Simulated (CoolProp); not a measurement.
Vapour-liquid equilibrium of diethyl ether (1) + benzene (2) at 362.6 K; x and y are mole fractions of (1).

Model: multi-fluid Helmholtz-energy mixture model, Thol 2014 and Thol 2012; pair parameters Bell 2016, in CoolProp.

```csv
x,"bubble pressure, mixture model (MPa)","bubble pressure, Raoult's law (MPa)","y, mixture model","y, Raoult's law"
0.05,0.1520,0.1529,0.157,0.167
0.2,0.2058,0.2093,0.464,0.487
0.35,0.2599,0.2657,0.647,0.672
0.5,0.3150,0.3221,0.770,0.792
0.65,0.3714,0.3785,0.860,0.876
0.8,0.4295,0.4349,0.929,0.938
0.95,0.4895,0.4913,0.984,0.986
```

The largest gap from Raoult's law is -2.2 % in bubble pressure, at x = 0.5. No azeotrope shows between x = 0.05 and 0.95.

The pair parameters rest on a limited set of measurements; away from them the model extrapolates.
